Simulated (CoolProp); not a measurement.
R227EA at 298.15 K and 0.8 MPa is throttled through a valve to 0.27 MPa with no heat exchange. Each further row changes one setting.

The numbers come from the reference Helmholtz-energy equation of state, Lemmon 2016 in CoolProp.

```csv
case,temperature change (K),final phase,final density (kg/m³)
as stated,[?],[?],[?]
outlet pressure 0.081 MPa,[?],"two-phase, vapour fraction 0.389",[?]
outlet pressure 0.351 MPa,[?],[?],277
```

### Question
What belongs in the gaps?

### Answer

- as stated, temperature change (K): -16.0
- as stated, final phase: two-phase, vapour fraction 0.155
- as stated, final density (kg/m³): 129
- outlet pressure 0.081 MPa, temperature change (K): -46.4
- outlet pressure 0.081 MPa, final density (kg/m³): 17.5
- outlet pressure 0.351 MPa, temperature change (K): -8.2
- outlet pressure 0.351 MPa, final phase: two-phase, vapour fraction 0.083
